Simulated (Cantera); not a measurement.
A Cantera script and what it prints.

```python
import numpy as np
import cantera as ct

gas_names = """
    H HNO HNO2 HNO3 HO2 H2 H2O H2O2 N NH NH2 NH3 NH2OH NO NO2 NO3 N2 N2H2 N2H4 N2O O OH O2 O3 Pb PbO Pb2
""".split()
cond_names = """
    H2O(s) H2O(L) Pb(cr) Pb(L) PbO(rd) PbO(yw) PbO(L) PbO2(s) Pb3O4(s)
""".split()


def load(file, names, dense=False):
    # The tables refer to 1 bar. Condensed volumes are neglected.
    table = {s.name: s for s in ct.Species.list_from_file(file)}
    out = []
    for n in names:
        d = dict(table[n].input_data)
        d["thermo"] = dict(d["thermo"], **{"reference-pressure": 1e5})
        if dense:
            d["equation-of-state"] = {"model": "constant-volume", "density": "1e6 g/cm^3"}
        out.append(ct.Species.from_dict(d))
    return out


gas = ct.Solution(thermo="ideal-gas", species=load("nasa_gas.yaml", gas_names))
cond = {s.name: ct.Solution(thermo="fixed-stoichiometry", species=[s], name=s.name)
        for s in load("nasa_condensed.yaml", cond_names, dense=True)}
atoms = {
    'PbO': {'Pb': 1, 'O': 1},
    'H2': {'H': 2},
    'N2': {'N': 2},
}
top_T = {'Pb3O4(s)': 820}  # K; cautious upper limits of use, not melting points


def equilibrate(T, P, feed):
    n = {}
    for name, mol in feed.items():
        for a, k in atoms[name].items():
            n[a] = n.get(a, 0.0) + k * mol
    gas.TPX = T, P, n
    mass = sum(n.values()) * gas.mean_molecular_weight
    gas.equilibrate("TP")
    valid = [c for c in cond.values() if c.min_temp <= T <= top_T.get(c.name, c.max_temp)]
    mix = ct.Mixture([(gas, mass / gas.mean_molecular_weight)] + [(c, 0.0) for c in valid])
    mix.T, mix.P = T, P
    mix.equilibrate("TP", solver="vcs", rtol=1e-11, max_steps=5000)
    return mix


results = []
T = 1098.15  # K
P = 13332.2  # Pa
for m in [6.5, 8.9, 12, 17, 23, 31, 43, 58]:
    feed = {'PbO': 1, 'H2': 2.5, 'N2': m}  # mol
    mix = equilibrate(T, P, feed)
    results.append((T, P, feed, dict(zip(mix.species_names, mix.species_moles))))

top = {s: max(r[3][s] / sum(r[3][g] for g in gas_names) for r in results) for s in gas_names}
cols = sorted((s for s in top if top[s] > 1e-05), key=lambda s: -top[s])[:6]
seen = [c for c in cond_names if any(r[3].get(c, 0) > 1e-12 for r in results)]
print("log10 of partial pressures in bar; condensed amounts in mol")
print(f"{'n(N2)':>10s}" + "".join(f"{s[:9]:>10s}" for s in cols + seen))
for T, P, feed, n in results:
    ng = sum(n[g] for g in gas_names)
    print(f"{feed['N2']:10.4g}" + "".join(f"{np.log10(max(n[s] / ng * P / 1e5, 1e-99)):10.3f}" for s in cols)
          + "".join(f"{n.get(c, 0):10.4g}" for c in seen))
```

Output:

```
log10 of partial pressures in bar; condensed amounts in mol
     n(N2)        N2        H2       H2O        Pb     Pb(L)
       6.5    -1.017    -1.654    -1.830    -3.931    0.9921
       8.9    -0.983    -1.756    -1.932    -3.931      0.99
        12    -0.958    -1.861    -2.037    -3.931    0.9872
        17    -0.935    -1.989    -2.166    -3.931    0.9829
        23    -0.920    -2.106    -2.282    -3.931    0.9776
        31    -0.909    -2.224    -2.401    -3.931    0.9705
        43    -0.900    -2.357    -2.533    -3.931      0.96
        58    -0.894    -2.481    -2.657    -3.931    0.9468
```

Equilibrium computed with Cantera from the NASA thermochemical tables; the gas is ideal and each condensed phase is pure.
